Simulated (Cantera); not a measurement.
Charge: 1 mol B2H6, 47 mol N2, equilibrated at 7.50 Torr.

Method: chemical equilibrium by Gibbs-energy minimisation in Cantera with the NASA 1993 tables (ideal gas, pure condensed phases). Candidate condensed phases: B, BN; 15 gas species. The feed counts by its element totals alone. The tables' values for BH2 are old estimates; treat these amounts as uncertain. Equilibrium is a limit: real reactors are often held back by kinetics, nucleation or transport.

x: gas mole fraction; n: condensed amount in mol.

| T (K) | x N2 | x H2 | x H | x B | x BN | x BH2 | x BH | n BN(s) | n B(l) |
|---|---|---|---|---|---|---|---|---|---|
| 2000 | 0.937 | 0.0591 | 0.00395 | 1.49e-6 | 1.59e-7 | 3.10e-6 | ___ | 2.00 | 0 |
| 2050 | 0.936 | 0.0583 | 0.00548 | 4.84e-6 | 4.52e-7 | 5.83e-6 | ___ | 2.00 | 0 |
| 2100 | 0.935 | 0.0573 | 0.00746 | 1.48e-5 | 1.23e-6 | 1.06e-5 | ___ | 2.00 | 0 |
| 2150 | 0.934 | 0.0559 | 0.00997 | 4.31e-5 | 3.17e-6 | 1.85e-5 | ___ | 2.00 | 0 |
| 2200 | 0.933 | 0.0542 | 0.0131 | 0.000119 | 7.84e-6 | 3.13e-5 | ___ | 1.99 | 0 |
| 2250 | 0.931 | 0.0521 | 0.0170 | 0.000315 | 1.86e-5 | 5.13e-5 | ___ | 1.98 | 0 |
| 2300 | 0.928 | 0.0496 | 0.0216 | 0.000799 | 4.26e-5 | 8.13e-5 | ___ | 1.95 | 0 |
| 2350 | 0.926 | 0.0456 | 0.0266 | 0.00187 | 9.03e-5 | 0.000117 | ___ | 0 | 1.89 |
| 2400 | 0.921 | 0.0423 | 0.0327 | 0.00319 | 0.000140 | 0.000126 | ___ | 0 | 1.82 |

Some entries are withheld; supply them.


- 2000, x BH: 8.32e-8
- 2050, x BH: 2.24e-7
- 2100, x BH: 5.73e-7
- 2150, x BH: 1.40e-6
- 2200, x BH: 3.26e-6
- 2250, x BH: 7.28e-6
- 2300, x BH: 1.56e-5
- 2350, x BH: 3.06e-5
- 2400, x BH: 4.41e-5
